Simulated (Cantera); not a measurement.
An adiabatic, constant-pressure homogeneous reactor starts with CH₄ : O₂ : N₂ = 1 : 1.82 : 6.84 (molar parts), at 1450 K and 3450 Torr.

Model: GRI-Mech 3.0 (53 species, 325 reactions), integrated in Cantera.

One state of this run: T (K) = 2838; x CH₄ = <1e-12; x O₂ = 0.00881; x CH₂ = <1e-12; x CH₂O = 1.81e-9; x HO₂ = 5.43e-6. x: mole fraction; the columns are a selection and need not sum to one.

Task: Which value of t (s) does it belong to?
(A) 2.28e-5
(B) 0.000530
(C) 0.0123
(D) 0.000186

Result: C, 0.0123
